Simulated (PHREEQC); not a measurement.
A PHREEQC input (ion-association model, wateq4f.dat):

```
SOLUTION 1
  temp 56
  units mg/kgw
  pH 6.76
  pe 11.4
  Na 1.03
  K 0.0843
  Ca 4.38
  Mg 0.0823
  Cl 3.97
  S(6) 0.366 as SO4
  Alkalinity 8.75 as HCO3
  O(0) 0.00562
  Ni 0.0122
  B 0.00305
  Si 0.426 as SiO2
  Pb 0.0391
END
USE solution 1
EQUILIBRIUM_PHASES 1
  Chalcedony 0 0
  CO2(g) 2 10
END
```

The run finishes without an error or a warning.

Its last state differs from that of the intended input:

| quantity | as run | intended |
|---|---|---|
| pH | 3.06 | 6.19 |
| ionic strength (mol/kgw) | 0.00129 | 0.000385 |
| HCO3- (mol/kgw) | 0.00105 | 0.000143 |
| CaHCO3+ (mol/kgw) | 1.59e-6 | 2.36e-7 |
| Pb+2 (mol/kgw) | 1.10e-7 | 1.37e-7 |
| CaSO4 (mol/kgw) | 6.43e-8 | 8.69e-8 |
| SI of Quartz (SiO2) | -1.56 | -1.58 |
| SI of Pb(OH)2 (Pb(OH)2) | -8.12 | -1.71 |

One thing in the input isn't as intended. What explains the difference?

This is not unique; one that fits is The fault: the CO2 pressure typed with the wrong sign of its logarithm. The line should read `CO2(g) -2` where the input has `CO2(g) 2`.
